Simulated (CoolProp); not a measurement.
Saturation properties of oxygen.

The numbers come from the reference Helmholtz-energy equation of state, Schmidt 1985 in CoolProp.

| T (°C) | p (MPa) | surface tension (mN/m) | liquid viscosity (µPa s) |
|---|---|---|---|
| -202.65 | … | 18.2 | 365 |
| -198.05 | 0.01478 | 17.0 | … |
| -193.35 | 0.02932 | … | 263 |
| -188.75 | 0.05289 | 14.6 | 229 |
| -184.15 | 0.08933 | 13.4 | 201 |
| -179.45 | 0.1441 | 12.3 | 178 |
| -174.85 | 0.2196 | 11.1 | … |
| -170.25 | 0.3217 | … | 143 |
| -165.65 | 0.4555 | … | 128 |

**Question.** Complete the blanks.

**Answer.** 
- -202.65, p (MPa): 0.006853
- -198.05, liquid viscosity (µPa s): 308
- -193.35, surface tension (mN/m): 15.8
- -174.85, liquid viscosity (µPa s): 159
- -170.25, surface tension (mN/m): 10.0
- -165.65, surface tension (mN/m): 8.96

It boils at -183.0 °C under 1 atm.

Viscosity comes from a separate model (Lemmon 2004). Surface tension comes from a separate correlation (Mulero 2012).
